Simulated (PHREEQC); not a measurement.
**Metal-bearing waste water: an equilibrium model**

Consider water at 25 °C with 0.0026 mol/kgw CuSO4 and 0.062 mol/kgw HCl. Closed to the air; pH follows from the charge balance.

Computed with PHREEQC (ion-association model, phreeqc.dat).

The pH comes out as 1.30, the ionic strength comes out as 0.0681 mol/kgw and the specific conductance comes out as 22400 µS/cm. The density is 0.999 g/cm³ and the total alkalinity is -62.0 meq/kg.

| species | molality | activity | log γ |
|---|---|---|---|
| Cl- | 0.0618 | 0.0491 | -0.100 |
| H+ | 0.0602 | 0.0506 | -0.075 |
| Cu+2 | 0.00236 | 0.00105 | -0.352 |
| HSO4- | 0.00183 | 0.00147 | -0.095 |
| SO4-2 | 0.000709 | 0.000298 | -0.375 |
| CuCl+ | 0.000174 | 0.000139 | -0.099 |
| CuSO4 | 6.30e-5 | 6.40e-5 | 0.007 |
| CuCl2 | 3.60e-6 | 3.65e-6 | 0.007 |

This is a speciation only: nothing precipitates in the calculation.
